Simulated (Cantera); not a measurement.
# Fluorocarbon and chlorocarbon gases: CH₃F + H₂

Feed: 1 mol CH₃F, 1.1 mol H₂, equilibrated at 21000 Pa.

These are equilibrium values from Cantera (NASA tables, ideal gas, pure condensed phases), not measurements of a reactor. Candidate condensed phases: C, C₆H₆, C₇H₈, C₈H₁₈; 95 gas species. Rates play no part.

| T (K) | x H₂ | x HF | x H | x CH₄ | x C₂H₂ (acetylene) | x CH₃ | x C₂H₄ | n C(graphite) |
|---|---|---|---|---|---|---|---|---|
| 1225 | 0.676 | 0.323 | 5.59e-7 | 0.00126 | 1.10e-7 | 2.00e-8 | 1.29e-7 | 0.996 |
| 1300 | 0.676 | 0.323 | 1.99e-6 | 0.000756 | 3.90e-7 | 4.36e-8 | 1.59e-7 | 0.998 |
| 1375 | 0.677 | 0.323 | 6.15e-6 | 0.000479 | 1.20e-6 | 8.68e-8 | 1.91e-7 | 0.999 |
| 1450 | 0.677 | 0.323 | 1.70e-5 | 0.000318 | 3.30e-6 | 1.61e-7 | 2.24e-7 | 0.999 |
| 1525 | 0.677 | 0.323 | 4.25e-5 | 0.000220 | 8.19e-6 | 2.80e-7 | 2.59e-7 | 0.999 |
| 1600 | 0.677 | 0.323 | 9.76e-5 | 0.000157 | 1.86e-5 | 4.61e-7 | 2.95e-7 | 0.999 |
| 1675 | 0.677 | 0.323 | 0.000208 | 0.000116 | 3.93e-5 | 7.27e-7 | 3.32e-7 | 0.999 |
| 1750 | 0.677 | 0.323 | 0.000418 | 8.79e-5 | 7.78e-5 | 1.10e-6 | 3.69e-7 | 0.999 |
| 1825 | 0.677 | 0.322 | 0.000790 | 6.81e-5 | 0.000145 | 1.61e-6 | 4.07e-7 | 0.999 |
| 1900 | 0.676 | 0.322 | 0.00142 | 5.39e-5 | 0.000258 | 2.28e-6 | 4.45e-7 | 0.998 |
| 1975 | 0.675 | 0.322 | 0.00245 | 4.34e-5 | 0.000438 | 3.13e-6 | 4.82e-7 | 0.997 |
x: gas mole fraction; n: condensed amount in mol.

From 1225 K to 1975 K the condensed part is C(graphite). The main C-bearing gas is CH₄ at 1225 K and C₂H₂ (acetylene) at 1975 K.
